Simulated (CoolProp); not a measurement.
Vapour-liquid equilibrium of propane (1) + n-butane (2) at 321.9 K; x and y are mole fractions of (1).

Model: multi-fluid Helmholtz-energy mixture model, Lemmon 2009 and Bücker 2006; pair parameters Kunz 2012, in CoolProp.

Give the bubble pressure and the first vapour's composition at x = 0.25, 0.35, 0.45. Is there an azeotrope?

x = 0.25: 7.427 bar, y = 0.478; x = 0.35: 8.535 bar, y = 0.594; x = 0.45: 9.675 bar, y = 0.686. No azeotrope shows between x = 0.05 and 0.95.

The pair parameters rest on a limited set of measurements; away from them the model extrapolates.
